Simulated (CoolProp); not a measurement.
Computed with CoolProp (reference Helmholtz-energy equation of state, Zhou 2012).

Task: For o-xylene, give the phase and the density (kg/m³), cp (kJ/(kg K)), cv (kJ/(kg K)), viscosity (µPa s) at 565 K and 0.672 MPa; 578.7 K and 0.672 MPa.

Result: 
- 565 K and 0.672 MPa: gas; density 17.0, cp 2.24, cv 2.11, viscosity 12.5
- 578.7 K and 0.672 MPa: gas; density 16.4, cp 2.26, cv 2.14, viscosity 12.8

Viscosity comes from a separate model (Cao 2016).
